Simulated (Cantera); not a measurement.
An adiabatic, constant-volume homogeneous reactor starts with CH₄ : C₂H₆ : O₂ : N₂ = 1 : 0.047 : 3.14 : 11.8 (molar parts), at 975 K and 1.01 bar. Integrator tolerance rtol = 1e-08.

Detailed kinetics in Cantera: GRI-Mech 3.0 (53 species, 325 reactions). Below about 1000 K GRI-Mech 3.0 lacks low-temperature oxidation paths.

What does this change do: 0.29 parts CO2 added?


```tsv
quantity	before	after
time of steepest temperature rise	0.278 s	0.283 s
temperature at 2.00 s	2546 K	2511 K
equilibrium temperature	2546 K	2511 K
x(CH₄) at 2.00 s	<1e-12 (gas-phase equilibrium <1e-12)	<1e-12 (gas-phase equilibrium <1e-12)
x(C₂H₆) at 2.00 s	<1e-12 (gas-phase equilibrium <1e-12)	<1e-12 (gas-phase equilibrium <1e-12)
x(O₂) at 2.00 s	0.0554 (gas-phase equilibrium 0.0554)	0.0552 (gas-phase equilibrium 0.0552)
x(NO₂) at 2.00 s	8.74e-6 (gas-phase equilibrium 8.74e-6)	8.37e-6 (gas-phase equilibrium 8.37e-6)
x(H₂O₂) at 2.00 s	3.72e-7 (gas-phase equilibrium 3.72e-7)	3.39e-7 (gas-phase equilibrium 3.39e-7)
```

What does this change do: pressure from 1.01 bar to 5.00 bar?


```
quantity                                                            before                                    after
---------------------------------  ---------------------------------------  ---------------------------------------
time of steepest temperature rise                                  0.278 s                                  79.2 ms
temperature at 2.00 s                                               2546 K                                   2599 K
equilibrium temperature                                             2546 K                                   2599 K
x(CH₄) at 2.00 s                     <1e-12 (gas-phase equilibrium <1e-12)    <1e-12 (gas-phase equilibrium <1e-12)
x(C₂H₆) at 2.00 s                    <1e-12 (gas-phase equilibrium <1e-12)    <1e-12 (gas-phase equilibrium <1e-12)
x(O₂) at 2.00 s                      0.0554 (gas-phase equilibrium 0.0554)    0.0542 (gas-phase equilibrium 0.0542)
x(NO₂) at 2.00 s                   8.74e-6 (gas-phase equilibrium 8.74e-6)  1.99e-5 (gas-phase equilibrium 1.99e-5)
x(H₂O₂) at 2.00 s                  3.72e-7 (gas-phase equilibrium 3.72e-7)  9.38e-7 (gas-phase equilibrium 9.38e-7)
```
